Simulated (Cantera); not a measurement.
Input: 1 mol Si, 1.9 mol HF, 0.1 mol N2, 8.3 mol F2, at 1248.15 K and 7.50 Torr.

Cantera equilibrium calculation (NASA polynomials, part measured and part estimated; ideal gas, pure solids and liquids). Candidate condensed phases: Si, Si3N4; 37 gas species. The numbers say what is thermodynamically allowed, not how fast it happens.

Question: What is the equilibrium state?

Answer: 
```json
{
 "x(F)": "0.793",
 "x(HF)": "0.123",
 "x(SiF4)": "0.0649",
 "x(F2)": "0.0125",
 "x(N2)": "0.00649",
 "gas_amount": "15.41 mol",
 "log10 activity of Si(s) (absent)": "-55.46"
}
```
